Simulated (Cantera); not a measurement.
Cantera run, input and output.

```python
import numpy as np
import cantera as ct

gas = ct.Solution("gri30.yaml")
gas.TPX = 1025, 500000, {'CH4': 1, 'O2': 2.67, 'N2': 10, 'H2O': 1}
reactor = ct.IdealGasReactor(gas, energy="on", clone=False)
net = ct.ReactorNet([reactor])
net.rtol, net.atol = 1e-08, 1e-16
show = ['CH4', 'O2', 'H2O', 'CH2', 'HO2', 'NO2']
times = np.geomspace(1e-06, 0.6, 11)

steps = ct.SolutionArray(gas, extra=["t"])
rows = []
print(f"{'t/s':>10s}{'T/K':>9s}{'P/Pa':>11s}" + "".join(f"{s:>11s}" for s in show))
for t in times:
    while net.time < t:
        t_next = net.step()
        steps.append(gas.state, t=t_next)
    rows.append([np.interp(t, steps.t, y) for y in (steps.T, steps.P, *steps(*show).X.T)])
    print(f"{t:10.3e}{rows[-1][0]:9.1f}{rows[-1][1]:11.4g}" + "".join(f"{x:11.3e}" for x in rows[-1][2:]))
rate = np.gradient(steps.T, steps.t)
print("integrator steps:", len(steps.t))
if steps.T.max() > steps.T[0] + 200:
    print(f"time of steepest temperature rise: {steps.t[rate.argmax()]:.4e} s")
gas.TPX = 1025, 500000, {'CH4': 1, 'O2': 2.67, 'N2': 10, 'H2O': 1}
gas.equilibrate("UV")
print(f"equilibrium (UV): T = {gas.T:.1f} K  " + "  ".join(f"{s} {gas[s].X[0]:.3e}" for s in show))
```

It prints:

```
       t/s      T/K       P/Pa        CH4         O2        H2O        CH2        HO2        NO2
 1.000e-06   1025.0      5e+05  6.817e-02  1.820e-01  6.817e-02  3.515e-23  5.840e-11  1.782e-36
 3.783e-06   1025.0      5e+05  6.817e-02  1.820e-01  6.817e-02  3.381e-22  2.208e-10  5.405e-34
 1.431e-05   1025.0      5e+05  6.817e-02  1.820e-01  6.817e-02  4.268e-21  8.343e-10  1.408e-31
 5.413e-05   1025.0      5e+05  6.817e-02  1.820e-01  6.817e-02  5.927e-20  3.141e-09  2.575e-29
 2.048e-04   1025.0      5e+05  6.817e-02  1.820e-01  6.817e-02  9.283e-19  1.167e-08  5.381e-27
 7.746e-04   1025.0      5e+05  6.817e-02  1.820e-01  6.817e-02  1.900e-17  4.138e-08  1.147e-24
 2.930e-03   1025.0      5e+05  6.817e-02  1.820e-01  6.817e-02  5.948e-16  1.260e-07  3.005e-22
 1.108e-02   1025.1      5e+05  6.815e-02  1.820e-01  6.818e-02  2.863e-15  2.674e-07  5.736e-20
 4.193e-02   1025.8  5.004e+05  6.806e-02  1.819e-01  6.826e-02  1.416e-14  8.939e-07  7.681e-18
 1.586e-01   2592.8  1.274e+06  1.246e-16  4.079e-02  1.955e-01  1.633e-16  1.394e-05  1.396e-05
 6.000e-01   2592.8  1.274e+06  1.246e-16  4.079e-02  1.955e-01  1.633e-16  1.394e-05  1.396e-05
integrator steps: 2673
time of steepest temperature rise: 1.0352e-01 s
equilibrium (UV): T = 2592.8 K  CH4 1.679e-16  O2 4.079e-02  H2O 1.955e-01  CH2 2.160e-16  HO2 1.394e-05  NO2 1.396e-05
```

Detailed kinetics in Cantera: GRI-Mech 3.0 (53 species, 325 reactions).
